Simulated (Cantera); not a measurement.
# MgO + HCl + N₂ (oxide etching and cleaning by halides)

Feed: 1 mol MgO, 11 mol HCl, 1.2 mol N₂, at 19.0 Pa.

Equilibrium computed with Cantera from the NASA thermochemical tables; the gas is ideal and each condensed phase is pure. Candidate condensed phases: H₂O, Mg, MgCl₂, MgO, Mg(OH)₂, NH₄Cl; 38 gas species. Kinetics and transport are ignored.

```csv
T (°C),x HCl,x N₂,x MgCl₂,x H₂O,x Cl,x H₂,n MgO(s)
925,0.869,0.0983,0.0157,0.0157,0.000598,0.000302,0.809
1025,0.846,0.0983,0.0265,0.0265,0.00183,0.000919,0.677
1125,0.814,0.0981,0.0406,0.0406,0.00473,0.00237,0.504
1225,0.771,0.0978,0.0574,0.0574,0.0106,0.00530,0.295
1325,0.719,0.0973,0.0758,0.0757,0.0214,0.0106,0.0643
1425,0.682,0.0963,0.0801,0.0798,0.0400,0.0194,0
1525,0.641,0.0946,0.0780,0.0778,0.0696,0.0325,0
```
x: gas mole fraction; n: condensed amount in mol.

From 925 °C to 1325 °C the condensed part is MgO(s). From 1425 °C to 1525 °C nothing is condensed. The main Mg-bearing gas is MgCl₂ throughout.
